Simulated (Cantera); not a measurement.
Input (Python, Cantera):

```python
import numpy as np
import cantera as ct

surf = ct.Interface("diamond.yaml", "diamond_100")
gas, bulk = surf.adjacent["gas"], surf.adjacent["diamond"]
k = surf.kinetics_species_index(bulk.species_names[0])
cover = ["c6HH", "c6H*", "c6*H", "c6**", "c6HM", "c6B"]

rows, drift = [], 0.0
print(f"{'T':>10s}{'um/h':>11s}" + "".join(f"{s:>11s}" for s in cover))
for v in [925, 975, 1025, 1075, 1125, 1175, 1225, 1275, 1325, 1375]:
    T, P, xH, xCH3 = v, 6800, 0.0016, 7.4e-05
    gas.TPX = T, P, {"H": xH, "CH3": xCH3, "CH4": 0.0087, "H2": 1 - xH - xCH3 - 0.0087}
    surf.TP = bulk.TP = T, P
    surf.coverages = "c6H*:0.1, c6HH:0.9"
    surf.advance_coverages(100.0)
    before = surf.coverages
    surf.advance_coverages(100.0)
    drift = max(drift, np.max(np.abs(surf.coverages - before) / (surf.coverages + 1e-9)))
    rate = surf.net_production_rates[k] * bulk.mean_molecular_weight / bulk.density * 3.6e9
    rows.append([rate, *surf[cover].coverages])
    print(f"{v:10.4g}{rate:11.4e}" + "".join(f"{x:11.3e}" for x in rows[-1][1:]))
```

Result:

```
         T       um/h       c6HH       c6H*       c6*H       c6**       c6HM        c6B
       925 1.7124e+00  6.407e-01  1.171e-02  3.008e-01  5.067e-03  3.271e-02  4.647e-09
       975 2.1554e+00  6.006e-01  1.557e-02  3.423e-01  7.503e-03  2.547e-02  5.849e-09
      1025 2.4481e+00  5.625e-01  1.994e-02  3.807e-01  1.057e-02  1.866e-02  6.643e-09
      1075 2.3359e+00  5.277e-01  2.473e-02  4.157e-01  1.426e-02  1.183e-02  6.339e-09
      1125 1.7839e+00  4.959e-01  2.983e-02  4.462e-01  1.844e-02  6.009e-03  4.841e-09
      1175 1.1859e+00  4.666e-01  3.502e-02  4.710e-01  2.291e-02  2.508e-03  3.218e-09
      1225 8.2993e-01  4.402e-01  4.018e-02  4.901e-01  2.745e-02  9.478e-04  2.252e-09
      1275 6.9103e-01  4.177e-01  4.523e-02  5.041e-01  3.184e-02  3.500e-04  1.875e-09
      1325 6.4823e-01  3.993e-01  5.012e-02  5.139e-01  3.592e-02  1.299e-04  1.759e-09
      1375 5.8435e-01  3.849e-01  5.481e-02  5.202e-01  3.956e-02  4.845e-05  1.586e-09
```

Computed with Cantera and the Harris–Goodwin 1993 mechanism for the reconstructed diamond (100) surface.
